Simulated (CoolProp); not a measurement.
R124 along the isobar 4.6 MPa: Z from the reference equation and from simpler models built on Tc = 122.3 °C, pc = 3.624 MPa, ω = 0.288; each cubic takes its own stable root.

Model: reference Helmholtz-energy equation of state, de Vries 1995, in CoolProp.

```json
[
 {"T (°C)": "118.55", "phase": "liquid", "reference": "0.2077", "van der Waals": "0.3094", "Redlich-Kwong": "0.2541", "Soave-Redlich-Kwong": "(withheld)", "Peng-Robinson": "0.2263"},
 {"T (°C)": "125.05", "phase": "supercritical", "reference": "0.2227", "van der Waals": "0.3198", "Redlich-Kwong": "0.2721", "Soave-Redlich-Kwong": "0.2750", "Peng-Robinson": "0.2495"},
 {"T (°C)": "131.55", "phase": "supercritical", "reference": "0.2569", "van der Waals": "0.3353", "Redlich-Kwong": "0.3017", "Soave-Redlich-Kwong": "0.3192", "Peng-Robinson": "0.2942"},
 {"T (°C)": "138.05", "phase": "supercritical", "reference": "0.3652", "van der Waals": "0.3601", "Redlich-Kwong": "0.3587", "Soave-Redlich-Kwong": "0.4091", "Peng-Robinson": "0.3839"},
 {"T (°C)": "144.65", "phase": "supercritical", "reference": "0.4687", "van der Waals": "0.4048", "Redlich-Kwong": "0.4425", "Soave-Redlich-Kwong": "0.4976", "Peng-Robinson": "0.4690"},
 {"T (°C)": "151.15", "phase": "supercritical", "reference": "0.5333", "van der Waals": "0.4685", "Redlich-Kwong": "0.5069", "Soave-Redlich-Kwong": "0.5575", "Peng-Robinson": "0.5274"},
 {"T (°C)": "157.65", "phase": "supercritical", "reference": "0.5808", "van der Waals": "0.5239", "Redlich-Kwong": "(withheld)", "Soave-Redlich-Kwong": "0.6027", "Peng-Robinson": "0.5719"},
 {"T (°C)": "164.25", "phase": "supercritical", "reference": "0.6192", "van der Waals": "0.5666", "Redlich-Kwong": "0.5921", "Soave-Redlich-Kwong": "0.6398", "Peng-Robinson": "0.6086"},
 {"T (°C)": "170.75", "phase": "supercritical", "reference": "(withheld)", "van der Waals": "0.6000", "Redlich-Kwong": "0.6229", "Soave-Redlich-Kwong": "0.6704", "Peng-Robinson": "0.6392"},
 {"T (°C)": "177.25", "phase": "supercritical", "reference": "0.6777", "van der Waals": "0.6277", "Redlich-Kwong": "0.6493", "Soave-Redlich-Kwong": "0.6969", "Peng-Robinson": "0.6657"},
 {"T (°C)": "183.75", "phase": "supercritical", "reference": "0.7013", "van der Waals": "0.6514", "Redlich-Kwong": "0.6723", "Soave-Redlich-Kwong": "0.7201", "Peng-Robinson": "0.6891"},
 {"T (°C)": "190.35", "phase": "supercritical", "reference": "0.7225", "van der Waals": "0.6725", "Redlich-Kwong": "0.6930", "Soave-Redlich-Kwong": "0.7411", "Peng-Robinson": "0.7103"},
 {"T (°C)": "196.85", "phase": "supercritical", "reference": "0.7411", "van der Waals": "0.6909", "Redlich-Kwong": "0.7113", "Soave-Redlich-Kwong": "0.7596", "Peng-Robinson": "0.7291"}
]
```

Task: What belongs in the gaps?

Result: 
- 118.55, Soave-Redlich-Kwong: 0.2515
- 157.65, Redlich-Kwong: 0.5542
- 170.75, reference: 0.6507
